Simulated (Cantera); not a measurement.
A Cantera script and what it prints.

```python
import numpy as np
import cantera as ct

gas_names = """
    Fe FeO Fe(OH)2 H HO2 H2 H2O H2O2 H2S H2SO4 O OH O2 O3 S SH SO SO2 SO3 S2 S2O S8
""".split()
cond_names = """
    Fe(a) Fe(c) Fe(d) Fe(L) FeO(s) FeO(L) Fe(OH)2(s) Fe(OH)3(s) FeS(a) FeS(b) FeS(c) FeS(L) FeSO4(s)
    FeS2(s) Fe2O3(s) Fe2S3O12(s) Fe3O4(s) H2O(s) H2O(L) H2SO4(L) S(cr1) S(cr2) S(L)
""".split()


# ... load() reads the species with a 1 bar reference pressure and builds the phases ...
atoms = {
    'Fe2O3': {'Fe': 2, 'O': 3},
    'SO3': {'S': 1, 'O': 3},
    'H2O': {'H': 2, 'O': 1},
}
top_T = {'FeSO4(s)': 950, 'FeS2(s)': 1010, 'Fe2O3(s)': 1830, 'Fe2S3O12(s)': 1100, 'Fe3O4(s)': 1870}  # K; cautious upper limits of use, not melting points


# ... equilibrate(T, P, feed) seeds the gas with the atoms and calls Mixture.equilibrate('TP', solver="vcs", rtol=1e-11, max_steps=5000) ...
results = []
T = 1750  # K
P = 210000  # Pa
for m in [0.052, 0.077, 0.11, 0.17, 0.25, 0.37, 0.54, 0.8, 1.2, 1.7]:
    feed = {'Fe2O3': 1, 'SO3': m, 'H2O': 1.5}  # mol
    mix = equilibrate(T, P, feed)
    results.append((T, P, feed, dict(zip(mix.species_names, mix.species_moles))))

top = {s: max(r[3][s] / sum(r[3][g] for g in gas_names) for r in results) for s in gas_names}
cols = sorted((s for s in top if top[s] > 1e-05), key=lambda s: -top[s])[:7]
seen = [c for c in cond_names if any(r[3].get(c, 0) > 1e-12 for r in results)]
print("log10 of partial pressures in bar; condensed amounts in mol")
print(f"{'n(SO3)':>10s}" + "".join(f"{s[:9]:>10s}" for s in cols + seen))
for T, P, feed, n in results:
    ng = sum(n[g] for g in gas_names)
    print(f"{feed['SO3']:10.4g}" + "".join(f"{np.log10(max(n[s] / ng * P / 1e5, 1e-99)):10.3f}" for s in cols)
          + "".join(f"{n.get(c, 0):10.4g}" for c in seen))
```

Output:

```
log10 of partial pressures in bar; condensed amounts in mol
    n(SO3)       H2O       SO2        O2       SO3        OH        H2         O  Fe3O4(s)
     0.052     0.256    -1.206    -0.636    -3.424    -2.658    -3.903    -4.444    0.6667
     0.077     0.247    -1.045    -0.618    -3.254    -2.658    -3.921    -4.435    0.6667
      0.11     0.235    -0.902    -0.597    -3.100    -2.659    -3.943    -4.424    0.6667
      0.17     0.214    -0.734    -0.562    -2.915    -2.660    -3.981    -4.407    0.6667
      0.25     0.188    -0.593    -0.525    -2.755    -2.664    -4.026    -4.388    0.6667
      0.37     0.151    -0.459    -0.481    -2.600    -2.671    -4.085    -4.366    0.6667
      0.54     0.104    -0.342    -0.434    -2.459    -2.683    -4.156    -4.343    0.6667
       0.8     0.041    -0.235    -0.384    -2.327    -2.703    -4.244    -4.318    0.6667
       1.2    -0.042    -0.142    -0.336    -2.210    -2.732    -4.350    -4.294    0.6667
       1.7    -0.127    -0.075    -0.298    -2.125    -2.765    -4.454    -4.275    0.6667
```

These are equilibrium values from Cantera (NASA tables, ideal gas, pure condensed phases), not measurements of a reactor.
